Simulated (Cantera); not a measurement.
Charge: 1 mol SiH4, a varied amount of O3, 0.45 mol O2, at 1398.15 K and 0.133 bar.

Method: chemical equilibrium by Gibbs-energy minimisation in Cantera with the NASA 1993 tables (ideal gas, pure condensed phases). Candidate condensed phases: H2O, Si, SiO2; 18 gas species. The tables hold silica as quartz up to 1696 K and as liquid above; real silica turns to tridymite and cristobalite and melts near 1996 K. Gases not in the tables: Si(OH)4. Kinetics and transport are ignored.

**Question.** At 0.61 mol O3, list the 3 most abundant gas species with their mole fractions, and the condensed phases.

**Answer.** H2 0.635, H2O 0.365, H 1.03e-5. Condensed: SiO2(β-quartz).
